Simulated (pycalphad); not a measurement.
CALPHAD calculation (pycalphad, COST 507 light-alloy database (1999)), 1 atm. The data set is of 1999 and partly superseded. Kinetics are ignored, which matters at the lower temperatures.

Molar enthalpy of Al-0.2317Si-6.171Fe (wt.%) in equilibrium (SER reference):

| T (K) | H (kJ/mol) | phases |
|---|---|---|
| 1850 | 55.58 | liquid |
| 1775 | 53.17 | liquid |
| 1700 | 50.76 | liquid |
| 1625 | 48.36 | liquid |
| 1550 | 45.95 | liquid |
| 1475 | 43.56 | liquid |
| 1400 | 41.16 | liquid |
| 1325 | 38.77 | liquid |
| 1250 | 36.38 | liquid |
| 1175 | 33.99 | liquid |
| 1100 | 31.60 | liquid |
| 1025 | 28.33 | liquid + AL13FE4 |
| 950 | 25.14 | liquid + AL13FE4 |
| 875 | 12.59 | fcc + AL13FE4 |
| 800 | 10.16 | fcc + AL13FE4 + ALFESI_ALPHA |
| 725 | 7.85 | fcc + AL13FE4 + ALFESI_ALPHA |
| 650 | 5.64 | fcc + AL13FE4 + ALFESI_ALPHA |
| 575 | 3.51 | fcc + AL13FE4 + ALFESI_ALPHA |
| 500 | 1.45 | fcc + AL13FE4 + ALFESI_ALPHA |

Cooling from 1100 K to 875 K, across the freezing range, releases 19.0 kJ/mol, or 682 J/g. The slope is 32 J/(mol K) in the liquid and 32 J/(mol K) just below the solidus, where it includes any heat of precipitation. Liquidus 1080 K, solidus 913 K. Changes were sought between steps of 75 K, so a narrower field can be missed.

Database names, with the compositions (at.%) that they take in these runs: AL13FE4: Al 76 Fe 24; ALFESI_ALPHA: Al 74 Fe 19 Si 7.
